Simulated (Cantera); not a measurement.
A closed system holds: 1 mol NaCl, 23 mol H2, equilibrated at 450 °C and 14.0 mbar.

These are equilibrium values from Cantera (NASA tables, ideal gas, pure condensed phases), not measurements of a reactor. Candidate condensed phases: Na, NaCl; 10 gas species. The numbers say what is thermodynamically allowed, not how fast it happens.

Base state: H2 1.00 (mole fractions); condensed: NaCl(s).

**Question.** What changes in the equilibrium state with this change: temperature from 450 °C to 1150 °C?

**Answer.** 
```
species        before     after
------------  -------  --------
H2               1.00     0.956
NaCl          1.76e-7    0.0393
HCl           1.48e-9   0.00207
Na            1.48e-9   0.00207
H               <1e-9   5.49e-5
Na2Cl2        2.67e-8  0.000121
NaCl(s), mol    1.000         0
```
